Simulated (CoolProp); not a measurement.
The fluid at 293.15 K and 19.7 MPa is throttled through a valve to 8.52 MPa with no heat exchange. The same conditions are run with several fluids, on thermodynamics alone (safety and materials aside).

Values from CoolProp's reference Helmholtz-energy equation of state of each fluid (carbon dioxide: Span 1996; octamethyltrisiloxane (MDM): Thol 2017; chloromethane (R40): Thol 2014; decamethylcyclopentasiloxane (D5): Thol 2019; cyclopropane: Polt 1992). The equations of Platzer and Polt are older, rougher fits.

Q: Rank carbon dioxide, octamethyltrisiloxane (MDM), chloromethane (R40), decamethylcyclopentasiloxane (D5), cyclopropane by temperature change (K), highest first.

A: octamethyltrisiloxane (MDM) (+5.2), decamethylcyclopentasiloxane (D5) (+4.8), chloromethane (R40) (+3.4), cyclopropane (+3.2), carbon dioxide (-4.2)

```json
[
 {"fluid": "carbon dioxide", "final density (kg/m³)": "869"},
 {"fluid": "octamethyltrisiloxane (MDM)", "final density (kg/m³)": "827"},
 {"fluid": "chloromethane (R40)", "final density (kg/m³)": "932"},
 {"fluid": "decamethylcyclopentasiloxane (D5)", "final density (kg/m³)": "965"},
 {"fluid": "cyclopropane", "final density (kg/m³)": "637"}
]
```
